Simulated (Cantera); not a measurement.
Input: 1 mol SF6, 0.079 mol H2, 0.18 mol O2, at 0.0825 Torr.

These are equilibrium values from Cantera (NASA tables, ideal gas, pure condensed phases), not measurements of a reactor. Candidate condensed phases: H2O, H2SO4, S; 43 gas species. Equilibrium is a limit: real reactors are often held back by kinetics, nucleation or transport. All values below are at 2152 °C.

Base state: F 0.819, S 0.109, SO 0.0262, HF 0.0220, O 0.0200, SO2 0.00164, S2 0.00131, O2 0.000451 (mole fractions); condensed: gas only.

Task: What changes in the equilibrium state with this change: O2 from 0.18 to 0.034 mol?

Result: 
```json
[
 {"species": "F", "before": "0.819", "after": "0.833"},
 {"species": "S", "before": "0.109", "after": "0.132"},
 {"species": "HF", "before": "0.0220", "after": "0.0224"},
 {"species": "SO", "before": "0.0262", "after": "0.00585"},
 {"species": "O", "before": "0.0200", "after": "0.00369"},
 {"species": "O2", "before": "0.000451", "after": "1.53e-5"},
 {"species": "SO2", "before": "0.00164", "after": "6.74e-5"}
]
```
